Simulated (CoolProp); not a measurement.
Saturation properties of R1336mzz(E) (Tc = 403.5 K, pc = 2779 kPa, ω = 0.413).

Values from CoolProp's reference Helmholtz-energy equation of state, Akasaka 2023.

| T (K) | p (kPa) | liquid density (kg/m³) | vapour density (kg/m³) | enthalpy of vaporisation (kJ/kg) | liquid cp (kJ/(kg K)) |
|---|---|---|---|---|---|
| 226.8 | 5.693 | 1515 | 0.4980 | 180.0 | 1.183 |
| 231.6 | 7.875 | 1503 | 0.6758 | 177.6 | 1.185 |
| 236.4 | 10.71 | 1492 | 0.9025 | 175.3 | 1.188 |
| 241.1 | 14.27 | 1480 | 1.181 | 173.0 | 1.191 |
| 245.9 | 18.85 | 1468 | 1.534 | 170.7 | 1.193 |
| 250.7 | 24.57 | 1456 | 1.967 | 168.4 | 1.197 |
| 255.5 | 31.62 | 1444 | 2.494 | 166.1 | 1.200 |
| 260.2 | 40.04 | 1432 | 3.113 | 163.8 | 1.204 |
| 265 | 50.40 | 1419 | 3.866 | 161.5 | 1.207 |
| 269.8 | 62.80 | 1406 | 4.757 | 159.1 | 1.212 |
| 274.6 | 77.52 | 1393 | 5.804 | 156.7 | 1.216 |
| 279.3 | 94.45 | 1380 | 6.998 | 154.4 | 1.221 |

It boils at 281.0 K under 1 atm.
